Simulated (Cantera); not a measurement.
Charge: 1 mol BN, 17 mol Cl2, 43 mol H2, equilibrated at 12000 Pa.

Equilibrium computed with Cantera from the NASA thermochemical tables; the gas is ideal and each condensed phase is pure. Candidate condensed phases: B, BN, NH4Cl; 21 gas species. Gases not in the tables: BHCl2. Equilibrium is a limit: real reactors are often held back by kinetics, nucleation or transport. All values below are at 1175 K.

Base state: HCl 0.565, H2 0.434, BCl3 0.000537, N2 0.000268 (mole fractions); condensed: BN(s).

Task: What changes in the equilibrium state with this change: H2 from 43 to 0.5 mol?

Result: 
| species | before | after |
|---|---|---|
| Cl2 | <1e-9 | 0.848 |
| BCl3 | 0.000537 | 0.0569 |
| HCl | 0.565 | 0.0569 |
| H2 | 0.434 | <1e-9 |
| N2 | 0.000268 | 0.0284 |
| Cl | 2.65e-7 | 0.00963 |
| BN(s), mol | 0.968 | 0 |
